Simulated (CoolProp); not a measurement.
Saturation properties of chlorine.

Computed with CoolProp (reference Helmholtz-energy equation of state, Thol 2021).

```json
[
 {"T (K)": "318.7", "p (kPa)": "1304", "liquid density (kg/m³)": "1326", "vapour density (kg/m³)": "41.12"},
 {"T (K)": "327.1", "p (kPa)": "1581", "liquid density (kg/m³)": "1298", "vapour density (kg/m³)": "49.78"},
 {"T (K)": "335.4", "p (kPa)": "___", "liquid density (kg/m³)": "1268", "vapour density (kg/m³)": "___"},
 {"T (K)": "343.8", "p (kPa)": "2251", "liquid density (kg/m³)": "1236", "vapour density (kg/m³)": "___"},
 {"T (K)": "352.1", "p (kPa)": "___", "liquid density (kg/m³)": "1204", "vapour density (kg/m³)": "84.95"},
 {"T (K)": "360.5", "p (kPa)": "3101", "liquid density (kg/m³)": "1168", "vapour density (kg/m³)": "___"},
 {"T (K)": "368.9", "p (kPa)": "3603", "liquid density (kg/m³)": "1130", "vapour density (kg/m³)": "119.7"},
 {"T (K)": "377.2", "p (kPa)": "4153", "liquid density (kg/m³)": "___", "vapour density (kg/m³)": "141.8"}
]
```

Q: Some entries are withheld; supply them.

A: 
- 335.4, p (kPa): 1893
- 335.4, vapour density (kg/m³): 59.74
- 343.8, vapour density (kg/m³): 71.47
- 352.1, p (kPa): 2650
- 360.5, vapour density (kg/m³): 100.9
- 377.2, liquid density (kg/m³): 1089

It boils at 239.2 K under 1 atm.
